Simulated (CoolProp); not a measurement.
Vapour-liquid equilibrium of R22 (1) + R113 (2) at 317.1 K; x and y are mole fractions of (1).

The numbers come from the multi-fluid Helmholtz-energy mixture model, Kamei 1995 and Marx 1992; pair parameters Bell 2016 in CoolProp.

| x | bubble pressure (MPa) | y at the bubble point | dew pressure at overall composition x (MPa) | liquid density (mol/L) |
|---|---|---|---|---|
| 0.05 | ? | ? | 0.09432 | 8.270 |
| 0.125 | 0.2952 | ? | 0.1023 | 8.540 |
| 0.2 | 0.4229 | 0.808 | 0.1116 | 8.822 |
| 0.275 | ? | 0.859 | 0.1229 | 9.117 |
| 0.35 | 0.6720 | 0.891 | 0.1366 | 9.426 |
| 0.425 | 0.7899 | ? | 0.1537 | 9.749 |
| 0.5 | 0.9028 | 0.929 | 0.1757 | 10.09 |
| 0.575 | ? | 0.942 | 0.2049 | 10.44 |
| 0.65 | 1.119 | 0.953 | 0.2458 | 10.82 |
| 0.725 | 1.227 | 0.963 | 0.3069 | 11.21 |
| 0.8 | 1.339 | 0.972 | 0.4078 | 11.62 |
| 0.875 | 1.458 | 0.982 | 0.6041 | 12.06 |
| 0.95 | 1.590 | 0.992 | 1.090 | 12.52 |

### Question
Complete the blanks.

### Answer

- 0.05, bubble pressure (MPa): 0.1698
- 0.05, y at the bubble point: 0.482
- 0.125, y at the bubble point: 0.713
- 0.275, bubble pressure (MPa): 0.5493
- 0.425, y at the bubble point: 0.913
- 0.575, bubble pressure (MPa): 1.012

No azeotrope shows between x = 0.05 and 0.95.

Pair parameters are fitted to limited data, so mixtures are less certain than the pure fluids. The gap from Raoult's law changes sign with composition, which may be real or a fault of the pair parameters; it wasn't checked against measurements.
